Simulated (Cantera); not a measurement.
A perfectly stirred reactor is fed with N2O : H2O = 1 : 0.11 (molar parts), at 975 Torr; it is held at 1150 K, and followed from long to short residence time.

Computed with Cantera and GRI-Mech 3.0 (53 species, 325 reactions). GRI-Mech 3.0 was tuned for natural gas; its chemistry of N2O as a main component is partial and can be far from experiment. The mechanism lacks the step 2 NO + O2 → 2 NO2, which can matter for NO2 below about 1400 K. The temperature is held fixed by assumption; the heat of reaction is taken as removed at once.

Problem. What does this change do: N2O 1 to 5.4 parts?

Solution. 
| quantity | before | after |
|---|---|---|
| x(N2O) at τ = 7.30 s | 0.223 | 0.279 |
| x(H2O) at τ = 7.30 s | 0.0760 | 0.0153 |
| x(O2) at τ = 7.30 s | 0.224 | 0.223 |
| x(NO2) at τ = 7.30 s | 0.000708 | 0.000584 |
| x(NO) at τ = 7.30 s | 0.0186 | 0.0234 |
| x(N2O) at τ = 45.0 ms | 0.878 | 0.961 |
| x(H2O) at τ = 45.0 ms | 0.0983 | 0.0198 |
| x(O2) at τ = 45.0 ms | 0.00722 | 0.00595 |
| x(NO2) at τ = 45.0 ms | 0.000318 | 0.000208 |
| x(NO) at τ = 45.0 ms | 0.000799 | 0.000810 |
